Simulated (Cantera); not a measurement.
Input: 1 mol (CH3)2SiCl2, 0.46 mol HCl, 9.1 mol H2, held at 1.33 mbar.

Cantera equilibrium calculation (NASA polynomials, part measured and part estimated; ideal gas, pure solids and liquids). Candidate condensed phases: C, C6H6, C7H8, C8H18, Si, SiC; 109 gas species. The feed counts by its element totals alone. The tables' values for SiCl are old estimates; treat these amounts as uncertain. Rates play no part.

### Question
At 1575 °C, list the 7 most abundant gas species with their mole fractions, and the condensed phases.

### Answer
H2 0.810, HCl 0.172, H 0.0131, SiCl2 0.00314, Cl 0.00210, C2H2 (acetylene) 0.000209, Si 0.000140. Condensed: C(graphite) + SiC(s).
